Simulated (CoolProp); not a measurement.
Properties of isobutane along the isobar 326 kPa (Tc = 134.7 °C, pc = 3629 kPa, ω = 0.184).

Values from CoolProp's reference Helmholtz-energy equation of state, Bücker 2006.

```
T (°C)  phase  Joule-Thomson coefficient (K/MPa)  isothermal compressibility (1/MPa)  viscosity (µPa s)  conductivity (mW/(m K))  fugacity coefficient
------  -----  ---------------------------------  ----------------------------------  -----------------  -----------------------  --------------------
133.05    gas                              8.551                               3.170               10.1                     29.8                0.9693
149.95    gas                              7.546                               3.156               10.5                     32.1                0.9732
166.85    gas                                  …                               3.144               10.9                     34.5                0.9764
183.65    gas                              6.004                               3.135               11.3                     36.9                0.9792
200.55    gas                              5.401                               3.126                  …                     39.4                0.9815
217.45    gas                              4.883                               3.120               12.0                     42.0                0.9836
234.35    gas                              4.435                               3.113               12.4                        …                0.9854
251.25    gas                              4.045                               3.108               12.8                     47.4                0.9870
268.05    gas                                  …                               3.104               13.1                     50.2                0.9884
284.95    gas                              3.403                               3.100               13.5                     53.1                0.9896
301.85    gas                              3.135                               3.096               13.9                     56.0                0.9907
```

Q: Complete the blanks.

A: 
- 166.85, Joule-Thomson coefficient (K/MPa): 6.708
- 200.55, viscosity (µPa s): 11.6
- 234.35, conductivity (mW/(m K)): 44.7
- 268.05, Joule-Thomson coefficient (K/MPa): 3.704

Viscosity comes from a separate model (Vogel 2000). Thermal conductivity comes from a separate model (Perkins 2002).
